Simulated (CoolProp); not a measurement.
Vapour-liquid equilibrium of propane (1) + dimethyl ether (2) at 0.00506 MPa; x and y are mole fractions of (1).

Values from CoolProp's multi-fluid Helmholtz-energy mixture model, Lemmon 2009 and Wu 2011; pair parameters Bell 2016.

Task: Give the bubble temperature and the first vapour's composition at x = 0.15, 0.55, 0.65. Is there an azeotrope?

Result: x = 0.15: 187.4 K, y = 0.565; x = 0.55: 181.9 K, y = 0.803; x = 0.65: 181.4 K, y = 0.833. No azeotrope shows between x = 0.05 and 0.95.

Pair parameters are fitted to limited data, so mixtures are less certain than the pure fluids.
